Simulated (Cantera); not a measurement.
Standard-state values (1 bar) from the NASA 1993 polynomials, evaluated with Cantera. Values are per mole of reaction as written; species without (g) are pure solids or liquids, kept so even where they would boil at 1 bar.

SO3(g) ⇌ 3 O(g) + S

```
T (K)  ΔH° (kJ)  ΔS° (J/K)  ΔG° (kJ)  log10 K  condensed phases
-----  --------  ---------  --------  -------  ----------------
300           …          …         …        …              S(s)
575      1156.2      289.3     989.8   -89.91              S(l)
625      1157.7      292.0     975.3   -81.51              S(l)
675      1159.1      294.1     960.6   -74.33              S(l)
725      1160.3      295.7     945.9   -68.15              S(l)
775      1161.3      297.2     931.0   -62.75              S(l)
825      1162.4      298.5     916.1   -58.00              S(l)
875      1163.5      299.8     901.2   -53.80              S(l)
925           …          …         …        …              S(l)
975      1165.7      302.2     871.1   -46.67              S(l)
1025          …          …         …        …              S(l)
```

Question: What belongs in the gaps?

Answer: 
- 300, ΔH° (kJ): 1143.3
- 300, ΔS° (J/K): 258.7
- 300, ΔG° (kJ): 1065.7
- 300, log10 K: -185.56
- 925, ΔH° (kJ): 1164.6
- 925, ΔS° (J/K): 301.0
- 925, ΔG° (kJ): 886.2
- 925, log10 K: -50.04
- 1025, ΔH° (kJ): 1166.6
- 1025, ΔS° (J/K): 303.1
- 1025, ΔG° (kJ): 855.9
- 1025, log10 K: -43.62
